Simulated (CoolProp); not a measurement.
Vapour-liquid equilibrium of CF4 (R14) (1) + R13 (2) at 202.2 K; x and y are mole fractions of (1).

Computed with CoolProp (multi-fluid Helmholtz-energy mixture model, Platzer 1990 and Platzer 1990; pair parameters Bell 2016). This equation is an older, rougher fit; its heat capacities, sound speeds and derivatives of the liquid may be far off and weren't checked against measurements.

```csv
x,"bubble pressure, mixture model (bar)","bubble pressure, Raoult's law (bar)","y, mixture model","y, Raoult's law"
0.05,2.621,2.469,…,0.340
0.15,4.315,3.976,…,0.633
0.25,5.871,5.482,0.744,0.765
0.35,…,6.989,0.809,0.840
0.45,8.695,8.496,0.853,0.889
0.55,10.03,10.00,0.886,0.923
0.65,11.37,11.51,0.913,0.948
0.75,12.75,13.02,…,0.967
0.85,14.23,14.52,0.962,0.982
0.95,15.87,16.03,0.987,0.995
```

### Question
Complete the blanks.

### Answer

- 0.05, y, mixture model: 0.358
- 0.15, y, mixture model: 0.630
- 0.35, bubble pressure, mixture model (bar): 7.320
- 0.75, y, mixture model: 0.938

The largest gap from Raoult's law is +8.5 % in bubble pressure, at x = 0.15. No azeotrope shows between x = 0.05 and 0.95.

Pair parameters are fitted to limited data, so mixtures are less certain than the pure fluids. The gap from Raoult's law changes sign with composition, which may be real or a fault of the pair parameters; it wasn't checked against measurements.
